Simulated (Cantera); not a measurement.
A closed system holds: 1 mol SiC, 0.83 mol C, 0.088 mol H₂, held at 1425 K and 10.0 mbar.

These are equilibrium values from Cantera (NASA tables, ideal gas, pure condensed phases), not measurements of a reactor. Candidate condensed phases: C, C₆H₆, C₇H₈, C₈H₁₈, Si, SiC; 87 gas species. Equilibrium is a limit: real reactors are often held back by kinetics, nucleation or transport.

Problem. What is the equilibrium state?

Solution. 
| Quantity | Result |
|---|---|
| x(H₂) | 1.000 |
| x(H) | 6.82e-5 |
| x(CH₄) | 3.77e-5 |
| x(C₂H₂ (acetylene)) | 3.52e-6 |
| n(C(graphite)) | 0.830 mol |
| n(SiC(s)) | 1.00 mol |
| gas amount | 0.08800 mol |
| log10 activity of Si(s) (absent) | -2.27 |
